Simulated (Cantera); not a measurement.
An isothermal, constant-pressure homogeneous reactor starts with NO : N2 = 1 : 11 (molar parts), at 1975 K and 760 Torr. Integrator tolerance rtol = 1e-08.

Cantera simulation using GRI-Mech 3.0 (53 species, 325 reactions); the numbers are that mechanism's predictions, not measurements.

**Question.** What does this change do: temperature 1975 to 1800 K?

**Answer.** 
```
quantity                                            before                                    after
----------------  ----------------------------------------  ---------------------------------------
x(NO) at 4.00 s     0.0278 (gas-phase equilibrium 0.00344)   0.0699 (gas-phase equilibrium 0.00202)
x(N2) at 4.00 s        0.944 (gas-phase equilibrium 0.957)      0.923 (gas-phase equilibrium 0.957)
x(O2) at 4.00 s      0.0277 (gas-phase equilibrium 0.0399)   0.00669 (gas-phase equilibrium 0.0406)
x(O) at 4.00 s    9.25e-5 (gas-phase equilibrium 0.000110)  1.06e-5 (gas-phase equilibrium 2.45e-5)
x(NO2) at 4.00 s   1.84e-5 (gas-phase equilibrium 2.71e-6)  3.32e-5 (gas-phase equilibrium 2.24e-6)
x(N2O) at 4.00 s   5.30e-7 (gas-phase equilibrium 2.15e-7)  2.11e-6 (gas-phase equilibrium 1.29e-7)
```

**Question.** What does this change do: NO 1 to 10 parts?

**Answer.** 
```csv
quantity,before,after
x(NO) at 4.00 s,0.0278 (gas-phase equilibrium 0.00344),0.0304 (gas-phase equilibrium 0.00743)
x(N2) at 4.00 s,0.944 (gas-phase equilibrium 0.957),0.747 (gas-phase equilibrium 0.758)
x(O2) at 4.00 s,0.0277 (gas-phase equilibrium 0.0399),0.223 (gas-phase equilibrium 0.234)
x(O) at 4.00 s,9.25e-5 (gas-phase equilibrium 0.000110),0.000260 (gas-phase equilibrium 0.000266)
x(NO2) at 4.00 s,1.84e-5 (gas-phase equilibrium 2.71e-6),5.67e-5 (gas-phase equilibrium 1.42e-5)
x(N2O) at 4.00 s,5.30e-7 (gas-phase equilibrium 2.15e-7),7.69e-7 (gas-phase equilibrium 4.13e-7)
```
